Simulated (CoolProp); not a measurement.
Vapour-liquid equilibrium of trans-2-butene (1) + ethanol (2) at 1.08 MPa; x and y are mole fractions of (1).

The numbers come from the multi-fluid Helmholtz-energy mixture model, Lemmon 2005 and Schroeder 2014; pair parameters Bell 2016 in CoolProp.

**Question.** Give the bubble temperature and the first vapour's composition at x = 0.2, 0.425, 0.95. Is there an azeotrope?

**Answer.** x = 0.2: 382.4 K, y = 0.731; x = 0.425: 366.3 K, y = 0.856; x = 0.95: 357.9 K, y = 0.967. No azeotrope shows between x = 0.05 and 0.95.

The pair parameters rest on a limited set of measurements; away from them the model extrapolates. With so large a gap from Raoult's law the liquid may split in two, which this calculation doesn't test in full.
